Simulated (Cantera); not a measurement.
A perfectly stirred reactor is fed with 40.8 % CH₄, 27.3 % H₂O, 31.8 % H₂, at 165 Torr; it is held at 1723 K, and followed from long to short residence time.

Model: GRI-Mech 3.0 (53 species, 325 reactions), integrated in Cantera. GRI-Mech 3.0 stops at C3 and has no aromatics, soot or wall deposition, so with more carbon than oxygen in the feed, carbon stays in small species such as C2H2 where larger ones or solid carbon would form.

x: mole fraction; the columns are a selection and need not sum to one.

| τ (s) | x CH₄ | x H₂O | x H₂ | x HCO | x CH₃ |
|---|---|---|---|---|---|
| 12 | 0.0130 | 0.0333 | 0.765 | 7.57e-9 | 0.000115 |
| 4.3 | 0.0203 | 0.0617 | 0.740 | 6.47e-9 | 0.000181 |
| 1.5 | 0.0323 | 0.101 | 0.704 | 5.42e-9 | 0.000288 |
| 0.53 | [?] | [?] | 0.660 | 5.05e-9 | [?] |
| 0.19 | 0.0823 | 0.181 | 0.612 | 5.84e-9 | 0.000701 |
| 0.067 | 0.132 | 0.209 | 0.556 | 7.89e-9 | 0.00107 |
| 0.024 | 0.201 | 0.230 | 0.493 | 1.08e-8 | 0.00155 |
| 0.0083 | 0.281 | 0.249 | 0.422 | 1.39e-8 | 0.00206 |
| 0.0029 | [?] | 0.263 | [?] | [?] | [?] |

Question: Fill in the missing entries.

Answer: 
- 0.53, x CH₄: 0.0514
- 0.53, x H₂O: 0.144
- 0.53, x CH₃: 0.000452
- 0.0029, x CH₄: 0.348
- 0.0029, x H₂: 0.366
- 0.0029, x HCO: 1.51e-8
- 0.0029, x CH₃: 0.00240
